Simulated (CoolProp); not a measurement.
Properties of sulfur hexafluoride along the isobar 202 kPa.

Computed with CoolProp (reference Helmholtz-energy equation of state, Guder 2009).

```csv
T (K),phase,cp (kJ/(kg K)),speed of sound (m/s),Prandtl number
287.6,gas,0.6575,131.2,0.793
306.9,gas,0.6867,135.8,0.784
326.2,gas,0.7141,140.1,0.778
345.4,gas,0.7393,144.3,0.773
364.7,gas,0.7627,148.4,0.769
384,gas,0.7843,152.4,0.766
403.3,gas,0.8040,156.2,0.764
422.5,gas,0.8221,159.9,0.762
441.8,gas,0.8387,163.5,0.760
461.1,gas,0.8539,167.1,0.759
480.4,gas,0.8679,170.6,0.757
499.6,gas,0.8807,173.9,0.756
```

Viscosity comes from a separate model (Quiñones-Cisneros 2012). Thermal conductivity comes from a separate model (Assael 2012).
